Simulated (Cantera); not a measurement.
Input (Python, Cantera) and output of one run.

```python
import numpy as np
import cantera as ct

gas_names = """
    AL ALCL ALCL2 ALCL3 ALH AL2 AL2CL6 CL CL2 H HCL H2
""".split()
cond_names = """
    AL(cr) AL(L) ALCL3(s) ALCL3(L)
""".split()


def load(file, names, dense=False):
    # The tables refer to 1 bar. Condensed volumes are neglected.
    table = {s.name: s for s in ct.Species.list_from_file(file)}
    out = []
    for n in names:
        d = dict(table[n].input_data)
        d["thermo"] = dict(d["thermo"], **{"reference-pressure": 1e5})
        if dense:
            d["equation-of-state"] = {"model": "constant-volume", "density": "1e6 g/cm^3"}
        out.append(ct.Species.from_dict(d))
    return out


gas = ct.Solution(thermo="ideal-gas", species=load("nasa_gas.yaml", gas_names))
cond = {s.name: ct.Solution(thermo="fixed-stoichiometry", species=[s], name=s.name)
        for s in load("nasa_condensed.yaml", cond_names, dense=True)}
atoms = {
    'Al': {'AL': 1},
    'Cl2': {'CL': 2},
    'H2': {'H': 2},
}
top_T = {}  # K; cautious upper limits of use, not melting points


def equilibrate(T, P, feed):
    n = {}
    for name, mol in feed.items():
        for a, k in atoms[name].items():
            n[a] = n.get(a, 0.0) + k * mol
    gas.TPX = T, P, n
    mass = sum(n.values()) * gas.mean_molecular_weight
    gas.equilibrate("TP")
    valid = [c for c in cond.values() if c.min_temp <= T <= top_T.get(c.name, c.max_temp)]
    mix = ct.Mixture([(gas, mass / gas.mean_molecular_weight)] + [(c, 0.0) for c in valid])
    mix.T, mix.P = T, P
    mix.equilibrate("TP", solver="vcs", rtol=1e-11, max_steps=5000)
    return mix


results = []
feed = {'Al': 1, 'Cl2': 0.36, 'H2': 39}  # mol
T = 525  # K
P = 13332.2  # Pa
mix = equilibrate(T, P, feed)
results.append((T, P, feed, dict(zip(mix.species_names, mix.species_moles))))
x = sorted(zip(gas.X, gas.species_names), reverse=True)
print(f"T = {T:g} K  P = {P:g} Pa  gas = {mix.phase_moles(0):.4g} mol")
print("   x: " + "  ".join(f"{s} {v:.3e}" for v, s in x if v > 0.001))
print("   condensed (mol): " + ("  ".join(f"{mix.phase(i).name} {mix.phase_moles(i):.4g}"
      for i in range(1, mix.n_phases) if mix.phase_moles(i) > 1e-12) or "none"))
```

Result:

```
T = 525 K  P = 13332.2 Pa  gas = 39.13 mol
   x: H2 9.966e-01  AL2CL6 2.732e-03
   condensed (mol): AL(cr) 0.76
```

Method: chemical equilibrium by Gibbs-energy minimisation in Cantera with the NASA 1993 tables (ideal gas, pure condensed phases).
